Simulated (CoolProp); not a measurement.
Vapour-liquid equilibrium of propylene (1) + R134a (2) at 1.35 MPa; x and y are mole fractions of (1).

Values from CoolProp's multi-fluid Helmholtz-energy mixture model, Lemmon 2013 and Tillner-Roth 1994; pair parameters Bell 2016.

```json
[
 {"x": "0.05", "bubble temperature, mixture model (°C)": "47.4", "bubble temperature, Raoult's law (°C)": "49.9", "y, mixture model": "0.109", "y, Raoult's law": "0.076"},
 {"x": "0.15", "bubble temperature, mixture model (°C)": "41.5", "bubble temperature, Raoult's law (°C)": "47.7", "y, mixture model": "0.282", "y, Raoult's law": "0.217"},
 {"x": "0.25", "bubble temperature, mixture model (°C)": "37.2", "bubble temperature, Raoult's law (°C)": "45.6", "y, mixture model": "0.407", "y, Raoult's law": "0.346"},
 {"x": "0.35", "bubble temperature, mixture model (°C)": "34.1", "bubble temperature, Raoult's law (°C)": "43.5", "y, mixture model": "0.500", "y, Raoult's law": "0.463"},
 {"x": "0.45", "bubble temperature, mixture model (°C)": "32.0", "bubble temperature, Raoult's law (°C)": "41.5", "y, mixture model": "0.573", "y, Raoult's law": "0.569"},
 {"x": "0.55", "bubble temperature, mixture model (°C)": "30.6", "bubble temperature, Raoult's law (°C)": "39.6", "y, mixture model": "0.636", "y, Raoult's law": "0.665"},
 {"x": "0.65", "bubble temperature, mixture model (°C)": "29.6", "bubble temperature, Raoult's law (°C)": "37.7", "y, mixture model": "0.696", "y, Raoult's law": "0.753"},
 {"x": "0.75", "bubble temperature, mixture model (°C)": "29.2", "bubble temperature, Raoult's law (°C)": "35.8", "y, mixture model": "0.759", "y, Raoult's law": "0.832"},
 {"x": "0.85", "bubble temperature, mixture model (°C)": "29.3", "bubble temperature, Raoult's law (°C)": "34.0", "y, mixture model": "0.834", "y, Raoult's law": "0.904"},
 {"x": "0.95", "bubble temperature, mixture model (°C)": "30.4", "bubble temperature, Raoult's law (°C)": "32.3", "y, mixture model": "0.934", "y, Raoult's law": "0.970"}
]
```

The largest gap from Raoult's law is -9.5 K in bubble temperature, at x = 0.45. y crosses x between x = 0.75 and 0.85: the model has an azeotrope there.

Pair parameters are fitted to limited data, so mixtures are less certain than the pure fluids.
